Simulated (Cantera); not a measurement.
Cantera run:

```python
import numpy as np
import cantera as ct

gas_names = """
    CL CLO CL2 H HCL HOCL HO2 H2 H2O H2O2 O OH O2 O3
""".split()
cond_names = """
    H2O(s) H2O(L)
""".split()


# ... load() reads the species with a 1 bar reference pressure and builds the phases ...
atoms = {
    'HCl': {'H': 1, 'CL': 1},
    'O2': {'O': 2},
    'H2': {'H': 2},
}
top_T = {}  # K; cautious upper limits of use, not melting points


# ... equilibrate(T, P, feed) seeds the gas with the atoms and calls Mixture.equilibrate('TP', solver="vcs", rtol=1e-11, max_steps=5000) ...
results = []
feed = {'HCl': 1, 'O2': 2.6, 'H2': 0.66}  # mol
P = 1333.22  # Pa
for T in [1625, 1725, 1825, 1925, 2025, 2125, 2225, 2325, 2425, 2525, 2625, 2725, 2825]:
    mix = equilibrate(T, P, feed)
    results.append((T, P, feed, dict(zip(mix.species_names, mix.species_moles))))

top = {s: max(r[3][s] / sum(r[3][g] for g in gas_names) for r in results) for s in gas_names}
cols = sorted((s for s in top if top[s] > 1e-05), key=lambda s: -top[s])[:8]
seen = [c for c in cond_names if any(r[3].get(c, 0) > 1e-12 for r in results)]
print("log10 of partial pressures in bar; condensed amounts in mol")
print(f"{'T/K':>10s}" + "".join(f"{s[:9]:>10s}" for s in cols + seen))
for T, P, feed, n in results:
    ng = sum(n[g] for g in gas_names)
    print(f"{T:10.4g}" + "".join(f"{np.log10(max(n[s] / ng * P / 1e5, 1e-99)):10.3f}" for s in cols)
          + "".join(f"{n.get(c, 0):10.4g}" for c in seen))
```

It prints:

```
log10 of partial pressures in bar; condensed amounts in mol
       T/K        O2         O       HCL       H2O        CL         H        OH        H2
      1625    -2.122    -5.772    -2.520    -2.621    -3.470    -7.458    -4.842    -6.612
      1725    -2.125    -5.299    -2.542    -2.611    -3.318    -6.798    -4.534    -6.134
      1825    -2.130    -4.878    -2.570    -2.601    -3.191    -6.209    -4.260    -5.705
      1925    -2.136    -4.502    -2.602    -2.592    -3.085    -5.679    -4.015    -5.320
      2025    -2.143    -4.164    -2.639    -2.586    -2.997    -5.202    -3.796    -4.973
      2125    -2.153    -3.859    -2.681    -2.584    -2.925    -4.771    -3.600    -4.661
      2225    -2.167    -3.583    -2.729    -2.590    -2.865    -4.380    -3.427    -4.382
      2325    -2.186    -3.334    -2.783    -2.607    -2.817    -4.026    -3.275    -4.135
      2425    -2.212    -3.110    -2.845    -2.639    -2.780    -3.708    -3.148    -3.921
      2525    -2.248    -2.910    -2.920    -2.693    -2.753    -3.424    -3.045    -3.743
      2625    -2.299    -2.733    -3.011    -2.779    -2.736    -3.175    -2.973    -3.605
      2725    -2.367    -2.580    -3.124    -2.909    -2.729    -2.963    -2.936    -3.516
      2825    -2.456    -2.451    -3.263    -3.093    -2.732    -2.792    -2.941    -3.486
```

Cantera equilibrium calculation (NASA polynomials, part measured and part estimated; ideal gas, pure solids and liquids).
